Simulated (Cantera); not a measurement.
A closed system holds: 1 mol C2H2, 0.17 mol CO2, 1.7 mol H2, at 1330 Pa.

These are equilibrium values from Cantera (NASA tables, ideal gas, pure condensed phases), not measurements of a reactor. Candidate condensed phases: C, C6H6, C7H8, C8H18, H2O; 110 gas species. The numbers say what is thermodynamically allowed, not how fast it happens.

x: gas mole fraction; n: condensed amount in mol.

```csv
T (K),x H2,x H,x CO,x C2H2 (acetylene),x C3,x C2H,n C(graphite)
1448,0.888,7.52e-5,0.112,4.22e-6,<1e-12,<1e-12,1.83
1648,0.887,0.000727,0.112,3.97e-5,<1e-12,1.41e-10,1.83
1848,0.884,0.00432,0.112,0.000228,3.58e-11,1.19e-8,1.83
2048,0.870,(withheld),0.111,(withheld),(withheld),(withheld),1.82
2248,0.831,0.0580,0.109,0.00275,4.69e-7,7.58e-6,1.81
2448,(withheld),(withheld),0.104,(withheld),(withheld),(withheld),1.79
2648,0.585,0.308,0.0945,0.0114,0.000326,0.000579,1.74
2848,0.379,0.515,0.0823,0.0148,0.00423,0.00275,1.62
```

**Question.** Some entries are withheld; supply them.

**Answer.** 
- 2048, x H: 0.0181
- 2048, x C2H2 (acetylene): 0.000912
- 2048, x C3: 6.59e-9
- 2048, x C2H: 4.16e-7
- 2448, x H2: 0.741
- 2448, x H: 0.148
- 2448, x C2H2 (acetylene): 0.00641
- 2448, x C3: 1.63e-5
- 2448, x C2H: 8.24e-5
